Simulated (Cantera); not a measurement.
## Transport properties of process gases

Gas mixture: 100 % NO, at 2.57 atm, frozen composition.

Cantera's kinetic-theory transport with the Lennard-Jones parameters of GRI-Mech 3.0, ideal gas; thermal conductivity in the multicomponent form. The composition is frozen, though it would react at the higher temperatures.

| T (K) | ρ (kg/m³) | cp (J/kg/K) | μ (µPa s) | λ (mW/m/K) | Pr | D (cm²/s) H | D (cm²/s) NH₃ | D (cm²/s) OH |
|---|---|---|---|---|---|---|---|---|
| 400 | 2.35 | 998.6 | 23.1 | 32.5 | 0.711 | 0.792 | 0.147 | 0.201 |
| 550 | 1.71 | 1028 | 28.9 | 41.9 | 0.709 | 1.37 | 0.264 | 0.346 |
| 700 | 1.34 | 1067 | 34.0 | 51.2 | 0.708 | 2.07 | 0.406 | 0.520 |
| 850 | 1.10 | 1104 | 38.6 | 60.2 | 0.708 | 2.87 | 0.571 | 0.719 |
| 1000 | 0.938 | 1133 | 42.9 | 68.8 | 0.707 | 3.77 | 0.756 | 0.942 |
| 1150 | 0.816 | 1153 | 47.0 | 76.7 | 0.707 | 4.77 | 0.961 | 1.19 |
D: mixture-averaged diffusion coefficient of that species in the mixture.
